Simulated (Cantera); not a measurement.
A perfectly stirred reactor is fed with CH₄ : C₂H₆ : C₃H₈ : O₂ : N₂ = 1 : 0.054 : 0.034 : 5.75 : 21.6 (molar parts), equivalence ratio 0.41, at 1.38 atm; it is adiabatic with a 800 K inlet, and is followed from long to short residence time, starting on the burning branch (τ in s: 0.42, 0.13, 0.04, 0.012, 0.0038, 0.0012, 0.00037, 0.00011, 3.5e-05).

Cantera simulation using GRI-Mech 3.0 (53 species, 325 reactions); the numbers are that mechanism's predictions, not measurements.

**Question.** Predict: blow-out, bracketed by the residence times tried; x(CH₄) at τ = 0.420 s; x(C₂H₆) at τ = 0.420 s; x(C₃H₈) at τ = 0.420 s; x(H₂O) at τ = 0.420 s; x(CH₂CO) at τ = 0.420 s; x(CH₄) at τ = 3.80 ms; x(C₂H₆) at τ = 3.80 ms; x(C₃H₈) at τ = 3.80 ms; x(H₂O) at τ = 3.80 ms; x(CH₂CO) at τ = 3.80 ms.

**Answer.** 
```json
{
  "blow_out_bracketed_by_the_residence_times_tried": "burning at 0.370 ms, out at 0.110 ms",
  "x(CH₄) at τ = 0.420 s": "3.04e-6",
  "x(C₂H₆) at τ = 0.420 s": "3.69e-8",
  "x(C₃H₈) at τ = 0.420 s": "2.12e-8",
  "x(H₂O) at τ = 0.420 s": "0.0804",
  "x(CH₂CO) at τ = 0.420 s": "1.20e-7",
  "x(CH₄) at τ = 3.80 ms": "6.61e-5",
  "x(C₂H₆) at τ = 3.80 ms": "9.30e-7",
  "x(C₃H₈) at τ = 3.80 ms": "5.97e-7",
  "x(H₂O) at τ = 3.80 ms": "0.0791",
  "x(CH₂CO) at τ = 3.80 ms": "2.55e-6"
}
```
